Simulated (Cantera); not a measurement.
Cantera with NASA thermochemical tables; ideal gases at 1 bar, condensed phases pure. Values are per mole of reaction as written; species without (g) are pure solids or liquids, kept so even where they would boil at 1 bar. ZrN: taken at fixed stoichiometry.

3 NO2(g) + 3 ZrO2(g) ⇌ 3 ZrN + 4 O3(g), with ΔH° = 227.5 kJ and ΔS° = -468.8 J/K at 300 K.

### Question
How far is the shortcut ΔG° ≈ ΔH°(300 K) − T·ΔS°(300 K) from the full temperature-dependent value at 2725, 2775, 2825, 2875, 2925, 2975 K?

### Answer
| T (K) | shortcut (kJ) | full (kJ) | difference (kJ) | difference in log10 K |
|---|---|---|---|---|
| 2725 | 1504.9 | 1318.7 | 186.2 | -3.57 |
| 2775 | 1528.3 | 1334.8 | 193.5 | -3.64 |
| 2825 | 1551.7 | 1350.8 | 201.0 | -3.72 |
| 2875 | 1575.2 | 1366.5 | 208.6 | -3.79 |
| 2925 | 1598.6 | 1382.2 | 216.5 | -3.87 |
| 2975 | 1622.0 | 1397.6 | 224.5 | -3.94 |
The shortcut ignores the heat-capacity change of the reaction.
